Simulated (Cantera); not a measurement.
## Adiabatic ignition

An adiabatic, constant-volume homogeneous reactor starts with 19.6 % CO, 1.71 % H2, 9.70 % O2, 67.0 % N2, 1.96 % CO2, at 1375 K and 4280 Torr.

Detailed kinetics in Cantera: GRI-Mech 3.0 (53 species, 325 reactions). The hydrogen kinetics of GRI-Mech 3.0 are dated; newer H2 mechanisms differ, most at raised pressure.

| t (s) | T (K) | P (bar) | x CO | x H2 | x O2 | x CO2 | x HO2 |
|---|---|---|---|---|---|---|---|
| 4.00e-6 | 1375 | 5.70 | 0.196 | 0.0171 | 0.0970 | 0.0196 | 8.29e-7 |
| 1.01e-5 | 1380 | 5.72 | 0.196 | 0.0164 | 0.0963 | 0.0202 | 9.83e-5 |
| 2.56e-5 | 2187 | 8.68 | 0.110 | 0.00157 | 0.0389 | 0.116 | 2.01e-5 |
| 6.49e-5 | 2659 | 10.3 | 0.0713 | 0.000948 | 0.0227 | 0.161 | 3.91e-6 |
| 0.000164 | 2773 | 10.6 | 0.0596 | 0.000769 | 0.0167 | 0.174 | 2.93e-6 |
| 0.000416 | 2772 | 10.6 | 0.0591 | 0.000767 | 0.0152 | 0.175 | 2.70e-6 |
| 0.00105 | 2765 | 10.6 | 0.0594 | 0.000777 | 0.0141 | 0.175 | 2.51e-6 |
| 0.00266 | 2762 | 10.6 | 0.0595 | 0.000780 | 0.0138 | 0.175 | 2.46e-6 |
| 0.00674 | 2762 | 10.6 | 0.0595 | 0.000780 | 0.0138 | 0.175 | 2.45e-6 |
| 0.0171 | 2762 | 10.6 | 0.0595 | 0.000780 | 0.0138 | 0.175 | 2.45e-6 |
| 0.0432 | 2762 | 10.6 | 0.0595 | 0.000780 | 0.0138 | 0.175 | 2.45e-6 |
| 0.109 | 2762 | 10.6 | 0.0595 | 0.000780 | 0.0138 | 0.175 | 2.45e-6 |
| 0.277 | 2762 | 10.6 | 0.0595 | 0.000780 | 0.0138 | 0.175 | 2.45e-6 |
| 0.700 | 2762 | 10.6 | 0.0595 | 0.000780 | 0.0138 | 0.175 | 2.45e-6 |
x: mole fraction; the columns are a selection and need not sum to one.

| Property | Result |
|---|---|
| time of steepest temperature rise | 15.3 µs |
| temperature at 0.700 s | 2762 K |
| equilibrium temperature | 2762 K |
| x(CO) at 0.700 s | 0.0595 (gas-phase equilibrium 0.0595) |
| x(H2) at 0.700 s | 0.000780 (gas-phase equilibrium 0.000780) |
| x(O2) at 0.700 s | 0.0138 (gas-phase equilibrium 0.0138) |
